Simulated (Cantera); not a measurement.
Charge: 1 mol MgO, 0.019 mol C, 0.23 mol H2, held at 2598.15 K and 700000 Pa.

Cantera equilibrium calculation (NASA polynomials, part measured and part estimated; ideal gas, pure solids and liquids). The tables' values for MgH are old estimates; treat these amounts as uncertain. Equilibrium is a limit: real reactors are often held back by kinetics, nucleation or transport.

| species | before | after |
|---|---|---|
| H2 | 0.817 | 0.594 |
| Mg | 0.0806 | 0.165 |
| H2O | 0.0149 | 0.106 |
| MgOH | 0.000991 | 0.0116 |
| H | 0.0130 | 0.0493 |
| CO | 0.0693 | 0.0594 |
| O2 | 4.18e-9 | 1.08e-5 |
| O | 5.64e-7 | 0.000152 |
| MgO | 2.41e-5 | 0.00158 |
| OH | 5.47e-5 | 0.00299 |
| Mg(OH)2 | 2.27e-5 | 0.000876 |
| CO2 | 0.000195 | 0.00143 |
| MgO(s), mol | 0.977 | 0.942 |
Gas species are given as mole fractions.

Question: Which change was made?
(A) 0.046 mol CH4 added
(B) temperature from 2598.15 K to 1750 K
(C) temperature from 2598.15 K to 1873.15 K
(D) temperature from 2598.15 K to 3023.15 K

Answer: D, temperature from 2598.15 K to 3023.15 K
